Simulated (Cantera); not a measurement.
Charge: 1 mol Si(CH3)4, 0.056 mol C3H8, 1.1 mol H2, equilibrated at 1350 K and 0.00120 bar.

Cantera equilibrium calculation (NASA polynomials, part measured and part estimated; ideal gas, pure solids and liquids). Candidate condensed phases: C, C6H6, C7H8, C8H18, Si, SiC; 87 gas species. Rates play no part.

Base state: H2 1.000, H 6.88e-5 (mole fractions); condensed: C(graphite) + SiC(s).

Q: What changes in the equilibrium state with this change: Si(CH3)4 replaced by CH3SiH3?

A: 
| species | before | after |
|---|---|---|
| H2 | 1.000 | 1.000 |
| H | 6.88e-5 | 6.88e-5 |
| C(graphite), mol | 3.17 | 0.168 |
| SiC(s), mol | 1.00 | 1.00 |
The feed counts by its element totals alone.
